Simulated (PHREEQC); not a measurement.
Na2CO3 is added in steps, without added water, to 1 kg of water holding 0.02 mol CdSO4, 3.8e-05 mol H3BO3 and 0.015 mol HCl, at 25 °C. Oxygen alone is held at its pressure in air (log pO2 = -0.68). The system is closed to CO2. The run lets Halite, Cd(OH)2, Otavite precipitate or redissolve, and no other solid.

Base run: PHREEQC, ion-association model, phreeqc.dat. Each further column changes one thing. The table gives pH.

```tsv
Na2CO3 added (mol)	base	Davies equation for every ion	Debye-Hückel limiting law	all activity coefficients set to 1	database wateq4f.dat
0	2.05	2.06	2.08	2.00	2.05
0.0044	2.45	2.46	2.48	2.42	2.45
0.0066	3.00	3.01	3.02	2.98	3.00
0.011	4.60	4.60	4.64	4.59	4.60
0.0154	4.68	4.68	4.71	4.69	4.68
0.0176	4.73	4.73	4.76	4.74	4.73
0.022	4.87	4.87	4.89	4.90	4.87
0.0264	5.19	5.19	5.20	5.23	5.19
0.0286	5.82	5.82	5.79	5.91	5.82
0.033	6.98	6.97	6.93	7.07	6.98
0.0374	9.06	9.05	8.95	9.19	9.06
0.0396	9.33	9.32	9.22	9.46	9.33
0.044	9.60	9.59	9.48	9.73	9.60
```

The database's cadmium carbonate complexes are estimates of doubtful size. phreeqc.dat and wateq4f.dat share most of their constants, so their agreement is no independent check. Solids allowed in the column 'database wateq4f.dat': Cd(OH)2, Otavite, CdOHCl, Halite, Mirabilite, Nahcolite, Natron.
